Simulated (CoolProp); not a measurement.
C2F6 (R116) along the isobar 15100 kPa: Z from the reference equation and from simpler models built on Tc = 293.0 K, pc = 3048 kPa, ω = 0.257; each cubic takes its own stable root.

Values from CoolProp's reference Helmholtz-energy equation of state, Lemmon 2006. It is a short technical equation, of lower accuracy than the large ones.

```tsv
T (K)	phase	reference	Redlich-Kwong	Soave-Redlich-Kwong	Peng-Robinson
216.9	liquid	0.7295	0.7668	0.7501	0.6678
231.6	liquid	0.7086	0.7437	0.7281	0.6484
246.3	liquid	0.6930	0.7262	0.7124	0.6350
261	liquid	0.6824	0.7137	0.7027	0.6273
275.7	liquid	0.6766	0.7058	0.6989	0.6253
290.4	liquid	0.6758	0.7022	0.7010	0.6291
305.1	supercritical	0.6801	0.7026	0.7089	0.6388
319.8	supercritical	0.6896	0.7070	0.7227	0.6545
334.5	supercritical	0.7043	0.7150	0.7421	0.6758
349.2	supercritical	0.7240	0.7264	0.7663	0.7020
363.9	supercritical	0.7479	0.7407	0.7942	0.7317
378.6	supercritical	0.7751	0.7572	0.8242	0.7632
393.3	supercritical	0.8042	0.7754	0.8547	0.7949
```
